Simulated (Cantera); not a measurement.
# C + H2O + H2 (carbon deposition, reforming and gasification)

Feed: 1 mol C, a varied amount of H2O, 0.93 mol H2, at 925 K and 36800 Torr.

Method: chemical equilibrium by Gibbs-energy minimisation in Cantera with the NASA 1993 tables (ideal gas, pure condensed phases). Candidate condensed phases: C, C6H6, C7H8, C8H18, H2O; 110 gas species. The ideal-gas law is rough above about 30 bar. The numbers say what is thermodynamically allowed, not how fast it happens.

| n(H2O) (mol) | log p H2O | log p CH4 | log p H2 | log p CO2 | log p CO | n C(graphite) |
|---|---|---|---|---|---|---|
| 0.25 | 1.05 | 1.40 | 1.02 | 0.20 | -0.14 | 0.551 |
| 0.6 | 1.19 | 1.28 | 0.96 | 0.60 | 0.06 | 0.412 |
| 0.95 | 1.23 | 1.22 | 0.93 | 0.74 | 0.13 | 0.251 |
| 1.3 | 1.25 | 1.17 | 0.91 | 0.82 | 0.17 | 0.0809 |
| 1.7 | 1.31 | 1.10 | 0.92 | 0.82 | 0.12 | 0 |
| 2 | 1.35 | 1.03 | 0.93 | 0.78 | 0.06 | 0 |
| 2.3 | 1.39 | 0.97 | 0.94 | 0.76 | 0.00 | 0 |
| 2.7 | 1.42 | 0.89 | 0.95 | 0.72 | -0.06 | 0 |
| 3 | 1.44 | 0.84 | 0.95 | 0.70 | -0.09 | 0 |
| 3.4 | 1.46 | 0.78 | 0.95 | 0.68 | -0.14 | 0 |
log p: log10 of the partial pressure in bar; n: condensed amount in mol.

From 0.25 mol H2O to 1.3 mol H2O the condensed part is C(graphite). From 1.7 mol H2O to 3.4 mol H2O nothing is condensed. The main C-bearing gas is CH4 throughout.
